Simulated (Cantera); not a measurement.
Cantera run:

```python
import numpy as np
import cantera as ct

gas_names = [...]  # 123 gases of nasa_gas.yaml made of C, H, O, Si
cond_names = """
    C(gr) C6H6(L) C7H8(L) C8H18(L),n-octa H2O(s) H2O(L) Si(cr) Si(L) SiC(b) SiO2(Lqz) SiO2(hqz) SiO2(L)
""".split()


# ... load() reads the species with a 1 bar reference pressure and builds the phases ...
atoms = {
    'SiC': {'Si': 1, 'C': 1},
    'H2O': {'H': 2, 'O': 1},
    'H2': {'H': 2},
    'O2': {'O': 2},
}
top_T = {'C(gr)': 4500, 'SiC(b)': 3050}  # K; cautious upper limits of use, not melting points


# ... equilibrate(T, P, feed) seeds the gas with the atoms and calls Mixture.equilibrate('TP', solver="vcs", rtol=1e-11, max_steps=5000) ...
results = []
T = 1275  # K
P = 42000  # Pa
for m in [0.33, 0.4, 0.5, 0.61, 0.76, 0.94, 1.2, 1.4, 1.8]:
    feed = {'SiC': 1, 'H2O': 0.01, 'H2': 54, 'O2': m}  # mol
    mix = equilibrate(T, P, feed)
    results.append((T, P, feed, dict(zip(mix.species_names, mix.species_moles))))
    x = sorted(zip(gas.X, gas.species_names), reverse=True)
    print(f"T = {T:g} K  P = {P:g} Pa  n(O2) = {m:g} mol  gas = {mix.phase_moles(0):.4g} mol")
    print("   x: " + "  ".join(f"{s} {v:.3e}" for v, s in x if v > 1e-06))
    print("   condensed (mol): " + ("  ".join(f"{mix.phase(i).name} {mix.phase_moles(i):.4g}"
          for i in range(1, mix.n_phases) if mix.phase_moles(i) > 1e-12) or "none"))
```

Output:

```
T = 1275 K  P = 42000 Pa  n(O2) = 0.33 mol  gas = 53.84 mol
   x: H2 9.954e-01  CH4 3.857e-03  CO 7.682e-04  H2O 3.744e-06  H 1.135e-06
   condensed (mol): C(gr) 0.06509  SiC(b) 0.6858  SiO2(hqz) 0.3142
T = 1275 K  P = 42000 Pa  n(O2) = 0.4 mol  gas = 53.84 mol
   x: H2 9.954e-01  CH4 3.857e-03  CO 7.682e-04  H2O 3.744e-06  H 1.135e-06
   condensed (mol): C(gr) 0.1351  SiC(b) 0.6158  SiO2(hqz) 0.3842
T = 1275 K  P = 42000 Pa  n(O2) = 0.5 mol  gas = 53.84 mol
   x: H2 9.954e-01  CH4 3.857e-03  CO 7.682e-04  H2O 3.744e-06  H 1.135e-06
   condensed (mol): C(gr) 0.2351  SiC(b) 0.5158  SiO2(hqz) 0.4842
T = 1275 K  P = 42000 Pa  n(O2) = 0.61 mol  gas = 53.84 mol
   x: H2 9.954e-01  CH4 3.857e-03  CO 7.682e-04  H2O 3.744e-06  H 1.135e-06
   condensed (mol): C(gr) 0.3451  SiC(b) 0.4058  SiO2(hqz) 0.5942
T = 1275 K  P = 42000 Pa  n(O2) = 0.76 mol  gas = 53.84 mol
   x: H2 9.954e-01  CH4 3.857e-03  CO 7.682e-04  H2O 3.744e-06  H 1.135e-06
   condensed (mol): C(gr) 0.4951  SiC(b) 0.2558  SiO2(hqz) 0.7442
T = 1275 K  P = 42000 Pa  n(O2) = 0.94 mol  gas = 53.84 mol
   x: H2 9.954e-01  CH4 3.857e-03  CO 7.682e-04  H2O 3.744e-06  H 1.135e-06
   condensed (mol): C(gr) 0.6751  SiC(b) 0.07577  SiO2(hqz) 0.9242
T = 1275 K  P = 42000 Pa  n(O2) = 1.2 mol  gas = 54.21 mol
   x: H2 9.886e-01  CO 7.526e-03  CH4 3.805e-03  H2O 3.644e-05  H 1.131e-06
   condensed (mol): C(gr) 0.3856  SiO2(hqz) 1
T = 1275 K  P = 42000 Pa  n(O2) = 1.4 mol  gas = 54.62 mol
   x: H2 9.816e-01  CO 1.475e-02  CH4 3.552e-03  H2O 7.489e-05  H 1.127e-06
   condensed (mol): SiO2(hqz) 1
T = 1275 K  P = 42000 Pa  n(O2) = 1.8 mol  gas = 55.01 mol
   x: H2 9.708e-01  CO 1.803e-02  H2O 1.100e-02  CO2 1.228e-04  CH4 2.860e-05  H 1.121e-06
   condensed (mol): SiO2(hqz) 1
```

Cantera equilibrium calculation (NASA polynomials, part measured and part estimated; ideal gas, pure solids and liquids). Mutual solubility and eutectic melting of coexisting phases are not modelled. The tables hold silica as quartz up to 1696 K and as liquid above; real silica turns to tridymite and cristobalite and melts near 1996 K.
